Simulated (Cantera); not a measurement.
Feed: 1 mol C, 3.5 mol CO2, held at 975 K.

Equilibrium computed with Cantera from the NASA thermochemical tables; the gas is ideal and each condensed phase is pure. Candidate condensed phases: C; 12 gas species. The ideal-gas law is rough above about 30 bar. Kinetics and transport are ignored.

x: gas mole fraction; n: condensed amount in mol.

```csv
P (Pa),x CO2,x CO,n C(graphite)
10,0.556,0.444,0
100,0.556,0.444,0
1000,0.556,0.444,0
10000,0.556,0.444,0
100000,0.556,0.444,0
1000000,[?],[?],[?]
10000000,0.903,0.0970,0.822
```

Problem. Some entries are withheld; supply them.

Solution. 
- 1000000, x CO2: 0.725
- 1000000, x CO: 0.275
- 1000000, n C(graphite): 0.443
